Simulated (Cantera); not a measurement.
**CH3SiH3 + C2H2 + H2 (silicon carbide growth)**

Input: 1 mol CH3SiH3, 1.2 mol C2H2, 110 mol H2, equilibrated at 0.0133 bar.

These are equilibrium values from Cantera (NASA tables, ideal gas, pure condensed phases), not measurements of a reactor. Candidate condensed phases: C, C6H6, C7H8, C8H18, Si, SiC; 87 gas species. The feed counts by its element totals alone. Gases not in the tables: Si2H6 and higher silanes. Equilibrium is a limit: real reactors are often held back by kinetics, nucleation or transport.

| T (K) | x H2 | x H | x C2H2 (acetylene) | x Si | x SiC2 | n C(graphite) | n SiC(s) |
|---|---|---|---|---|---|---|---|
| 1898 | 0.993 | 0.00675 | 0.000374 | 3.39e-5 | 8.50e-7 | 2.32 | 0.995 |
| 1973 | 0.988 | 0.0116 | 0.000633 | 0.000117 | 4.27e-6 | 2.27 | 0.984 |
| 2048 | 0.979 | 0.0192 | 0.00103 | 0.000370 | 1.90e-5 | 2.21 | 0.948 |
| 2123 | 0.967 | 0.0305 | 0.00160 | 0.00107 | 7.61e-5 | 2.16 | 0.846 |
| 2198 | 0.947 | 0.0469 | 0.00240 | 0.00289 | 0.000276 | 2.18 | 0.567 |
| 2273 | 0.919 | 0.0697 | 0.00346 | 0.00640 | 0.000803 | 2.33 | 0 |
| 2348 | 0.886 | 0.101 | 0.00484 | 0.00646 | 0.00105 | 1.93 | 0 |
| 2423 | 0.844 | 0.141 | 0.00653 | 0.00630 | 0.00130 | 1.41 | 0 |
| 2498 | 0.791 | 0.192 | 0.00849 | 0.00599 | 0.00155 | 0.758 | 0 |
x: gas mole fraction; n: condensed amount in mol.

From 1898 K to 2198 K the condensed part is C(graphite) + SiC(s). From 2273 K to 2498 K the condensed part is C(graphite). The main Si-bearing gas is Si throughout.
